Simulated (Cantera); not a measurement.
Input (Python, Cantera):

```python
import numpy as np
import cantera as ct

gas = ct.Solution("gri30.yaml")
gas.TPX = 1300, 1000000, {'CH4': 1, 'C2H6': 0.29, 'C3H8': 0.057, 'O2': 2.06, 'N2': 19.4, 'H2O': 0.98}
reactor = ct.IdealGasConstPressureReactor(gas, energy="on", clone=False)
net = ct.ReactorNet([reactor])
net.rtol, net.atol = 1e-08, 1e-16
show = ['CH4', 'C2H6', 'C3H8', 'H2O2', 'O2', 'C2H']
times = np.geomspace(3e-06, 0.5, 15)

steps = ct.SolutionArray(gas, extra=["t"])
rows = []
print(f"{'t/s':>10s}{'T/K':>9s}{'P/Pa':>11s}" + "".join(f"{s:>11s}" for s in show))
for t in times:
    while net.time < t:
        t_next = net.step()
        steps.append(gas.state, t=t_next)
    rows.append([np.interp(t, steps.t, y) for y in (steps.T, steps.P, *steps(*show).X.T)])
    print(f"{t:10.3e}{rows[-1][0]:9.1f}{rows[-1][1]:11.4g}" + "".join(f"{x:11.3e}" for x in rows[-1][2:]))
rate = np.gradient(steps.T, steps.t)
print("integrator steps:", len(steps.t))
if steps.T.max() > steps.T[0] + 200:
    print(f"time of steepest temperature rise: {steps.t[rate.argmax()]:.4e} s")
gas.TPX = 1300, 1000000, {'CH4': 1, 'C2H6': 0.29, 'C3H8': 0.057, 'O2': 2.06, 'N2': 19.4, 'H2O': 0.98}
gas.equilibrate("HP")
print(f"equilibrium (HP): T = {gas.T:.1f} K  " + "  ".join(f"{s} {gas[s].X[0]:.3e}" for s in show))
```

Result:

```
       t/s      T/K       P/Pa        CH4       C2H6       C3H8       H2O2         O2        C2H
 3.000e-06   1300.0      1e+06  4.204e-02  1.219e-02  2.395e-03  6.782e-09  8.660e-02  3.635e-22
 7.081e-06   1300.0      1e+06  4.204e-02  1.219e-02  2.394e-03  4.654e-08  8.660e-02  9.832e-21
 1.671e-05   1299.9      1e+06  4.204e-02  1.218e-02  2.391e-03  3.012e-07  8.659e-02  5.040e-19
 3.945e-05   1299.9      1e+06  4.202e-02  1.213e-02  2.376e-03  2.035e-06  8.654e-02  6.183e-17
 9.313e-05   1301.4      1e+06  4.174e-02  1.173e-02  2.278e-03  1.208e-05  8.606e-02  1.880e-14
 2.198e-04   1333.1      1e+06  3.794e-02  7.811e-03  1.433e-03  7.034e-05  7.983e-02  1.908e-11
 5.189e-04   2030.9      1e+06  1.375e-03  5.979e-07  6.363e-11  1.574e-09  4.083e-05  1.086e-07
 1.225e-03   2030.1      1e+06  8.048e-04  1.638e-07  9.260e-12  2.047e-10  6.967e-08  6.306e-08
 2.891e-03   2026.6      1e+06  3.737e-04  3.257e-08  8.383e-13  1.777e-10  6.062e-08  1.985e-08
 6.824e-03   2024.2      1e+06  5.513e-05  6.769e-10  2.915e-15  1.633e-10  5.556e-08  1.339e-09
 1.611e-02   2023.8      1e+06  1.516e-07  1.024e-14  2.098e-21  1.674e-10  5.683e-08  1.628e-12
 3.802e-02   2023.8      1e+06  2.121e-10  1.447e-20  2.532e-30  1.675e-10  5.687e-08  1.358e-18
 8.974e-02   2023.8      1e+06  2.116e-10  1.388e-20  2.218e-30  1.675e-10  5.689e-08  1.185e-18
 2.118e-01   2023.8      1e+06  2.111e-10  1.382e-20  2.207e-30  1.676e-10  5.691e-08  1.182e-18
 5.000e-01   2023.9      1e+06  2.108e-10  1.379e-20  2.201e-30  1.676e-10  5.692e-08  1.181e-18
integrator steps: 1834
time of steepest temperature rise: 3.3985e-04 s
equilibrium (HP): T = 2023.9 K  CH4 2.360e-10  C2H6 1.678e-20  C3H8 2.766e-30  H2O2 1.676e-10  O2 5.692e-08  C2H 1.316e-18
```

Cantera simulation using GRI-Mech 3.0 (53 species, 325 reactions); the numbers are that mechanism's predictions, not measurements.
